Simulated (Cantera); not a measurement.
Input: 1 mol FeS, 1 mol O2, 34 mol N2, at 702 °C and 1300 Pa.

These are equilibrium values from Cantera (NASA tables, ideal gas, pure condensed phases), not measurements of a reactor. FeS: taken at fixed stoichiometry. Gases not in the tables: S3 to S7. Kinetics and transport are ignored.

```json
[
 {"species": "N2", "before": "0.982", "after": "0.983"},
 {"species": "SO2", "before": "0.0158", "after": "0.0168"},
 {"species": "S2", "before": "0.00187", "after": "0.000569"},
 {"species": "S2O", "before": "2.25e-5", "after": "4.50e-5"},
 {"species": "FeS(s), mol", "before": "0.321", "after": "0.375"},
 {"species": "Fe3O4(s), mol", "before": "0.226", "after": "0.208"}
]
```
Gas species are given as mole fractions.

Question: What was changed between the two runs?
(A) pressure from 1300 Pa to 650000 Pa
(B) temperature from 702 °C to 1000 °C
(C) temperature from 702 °C to 1102 °C
(D) O2 from 1 to 1.3 mol

Answer: A, pressure from 1300 Pa to 650000 Pa
